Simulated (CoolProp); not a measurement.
Saturation properties of normal hydrogen (Tc = 33.1 K, pc = 1296 kPa, ω = -0.219).

Model: reference Helmholtz-energy equation of state, Leachman 2009, in CoolProp.

| T (K) | p (kPa) | surface tension (mN/m) | vapour viscosity (µPa s) |
|---|---|---|---|
| 20.8 | 114.8 | 1.84 | 1.02 |
| 22.3 | 171.9 | 1.58 | 1.11 |
| 23.7 | 241.0 | [?] | 1.19 |
| 25.2 | 334.8 | 1.09 | 1.29 |
| 26.7 | 451.5 | 0.848 | 1.40 |
| 28.2 | 594.2 | 0.611 | [?] |
| 29.7 | [?] | 0.388 | 1.68 |
| 31.1 | 956.3 | 0.200 | 1.88 |
| 32.6 | 1197 | 0.0526 | 2.30 |

Some entries are withheld; supply them.


- 23.7, surface tension (mN/m): 1.34
- 28.2, vapour viscosity (µPa s): 1.52
- 29.7, p (kPa): 766.1

It boils at 20.4 K under 1 atm.

Viscosity comes from a separate model (Muzny 2013). Surface tension comes from a separate correlation (Mulero 2012).
